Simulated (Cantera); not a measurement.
Mixture: CO : H2 : CH4 : O2 : N2 = 1 : 0.032 : 0.21 : 0.78 : 2.93 (molar parts), equivalence ratio 1.2, at 750 Torr, adiabatic and at constant pressure. Ignition delay is the time to a rise of 400 K.

Detailed kinetics in Cantera: GRI-Mech 3.0 (53 species, 325 reactions).

Question: Predict: delay at 1223 K; delay at 1323 K; delay at 1423 K; delay at 1523 K; delay at 1623 K; delay at 1723 K; delay at 1823 K; apparent activation energy between 1623 and 1823 K.

Answer: 
* **delay at 1223 K**: 5.09 ms
* **delay at 1323 K**: 1.84 ms
* **delay at 1423 K**: 0.757 ms
* **delay at 1523 K**: 0.362 ms
* **delay at 1623 K**: 0.196 ms
* **delay at 1723 K**: 0.114 ms
* **delay at 1823 K**: 70.0 µs
* **apparent activation energy between 1623 and 1823 K**: 130 kJ/mol
